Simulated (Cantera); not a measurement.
# Equilibrium for thermal oxidation and active oxidation of silicon: Si + O₂ + N₂

A closed system holds: 1 mol Si, 0.034 mol O₂, 170 mol N₂, held at 0.940 Pa.

Method: chemical equilibrium by Gibbs-energy minimisation in Cantera with the NASA 1993 tables (ideal gas, pure condensed phases). Candidate condensed phases: Si, SiO₂, Si₂N₂O, Si₃N₄; 16 gas species. The tables' values for SiN are old estimates; treat these amounts as uncertain. Rates play no part.

| T (K) | x N₂ | x Si | x SiO | x Si₂N | x SiN | x Si₂ | x Si₃ | n Si(s) |
|---|---|---|---|---|---|---|---|---|
| 1500 | 0.998 | 0.00112 | 0.000399 | 6.62e-6 | 4.41e-6 | 1.43e-6 | 2.59e-7 | 0.738 |
| 1550 | 0.996 | 0.00353 | 0.000398 | 1.80e-5 | 1.13e-5 | 6.38e-6 | 1.28e-6 | 0.318 |
| 1600 | 0.994 | 0.00540 | 0.000398 | 1.24e-5 | 1.42e-5 | 6.99e-6 | 7.96e-7 | 0 |
| 1650 | 0.994 | 0.00542 | 0.000398 | 3.99e-6 | 1.19e-5 | 3.48e-6 | 1.58e-7 | 0 |
| 1700 | 0.994 | 0.00543 | 0.000398 | 1.37e-6 | 1.01e-5 | 1.79e-6 | 3.40e-8 | 0 |
| 1750 | 0.994 | 0.00544 | 0.000398 | 4.97e-7 | 8.57e-6 | 9.58e-7 | 7.99e-9 | 0 |
| 1800 | 0.994 | 0.00544 | 0.000398 | 1.91e-7 | 7.37e-6 | 5.30e-7 | 2.03e-9 | 0 |
| 1850 | 0.994 | 0.00544 | 0.000398 | 7.72e-8 | 6.38e-6 | 3.02e-7 | 5.55e-10 | 0 |
| 1900 | 0.994 | 0.00544 | 0.000398 | 3.27e-8 | 5.57e-6 | 1.78e-7 | 1.63e-10 | 0 |
| 1950 | 0.994 | 0.00545 | 0.000398 | 1.45e-8 | 4.90e-6 | 1.07e-7 | 5.07e-11 | 0 |
| 2000 | 0.994 | 0.00545 | 0.000398 | 6.69e-9 | 4.33e-6 | 6.64e-8 | 1.67e-11 | 0 |
| 2050 | 0.994 | 0.00545 | 0.000398 | 3.21e-9 | 3.86e-6 | 4.21e-8 | 5.83e-12 | 0 |
x: gas mole fraction; n: condensed amount in mol.

From 1500 K to 1550 K the condensed part is Si(s). From 1600 K to 2050 K nothing is condensed. The main Si-bearing gas is Si throughout.
